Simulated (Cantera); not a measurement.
An isothermal, constant-pressure homogeneous reactor starts with NO : N2 = 1 : 0.54 (molar parts), at 1775 K and 1430 Torr. Integrator tolerance rtol = 1e-08.

Model: GRI-Mech 3.0 (53 species, 325 reactions), integrated in Cantera.

Task: What does this change do: pressure from 1430 Torr to 33.0 Torr?

Result: 
| quantity | before | after |
|---|---|---|
| x(NO) at 70.0 s | 0.00863 (gas-phase equilibrium 0.00439) | 0.273 (gas-phase equilibrium 0.00438) |
| x(N2O) at 70.0 s | 3.43e-7 (gas-phase equilibrium 3.22e-7) | 2.29e-5 (gas-phase equilibrium 4.90e-8) |
| x(O) at 70.0 s | 3.96e-5 (gas-phase equilibrium 3.97e-5) | 0.000204 (gas-phase equilibrium 0.000261) |
| x(NO2) at 70.0 s | 3.88e-5 (gas-phase equilibrium 1.98e-5) | 0.000142 (gas-phase equilibrium 3.01e-6) |
| x(N2) at 70.0 s | 0.671 (gas-phase equilibrium 0.673) | 0.539 (gas-phase equilibrium 0.673) |
| x(O2) at 70.0 s | 0.320 (gas-phase equilibrium 0.322) | 0.188 (gas-phase equilibrium 0.322) |
Radical loss at walls, strong at low pressure, is not modelled.

Task: What does this change do: N2 0.54 to 4.8 parts?

Result: 
```csv
quantity,before,after
x(NO) at 70.0 s,0.00863 (gas-phase equilibrium 0.00439),0.00770 (gas-phase equilibrium 0.00262)
x(N2O) at 70.0 s,3.43e-7 (gas-phase equilibrium 3.22e-7),2.43e-7 (gas-phase equilibrium 2.24e-7)
x(O) at 70.0 s,3.96e-5 (gas-phase equilibrium 3.97e-5),2.01e-5 (gas-phase equilibrium 2.04e-5)
x(NO2) at 70.0 s,3.88e-5 (gas-phase equilibrium 1.98e-5),1.76e-5 (gas-phase equilibrium 6.06e-6)
x(N2) at 70.0 s,0.671 (gas-phase equilibrium 0.673),0.910 (gas-phase equilibrium 0.912)
x(O2) at 70.0 s,0.320 (gas-phase equilibrium 0.322),0.0823 (gas-phase equilibrium 0.0849)
```
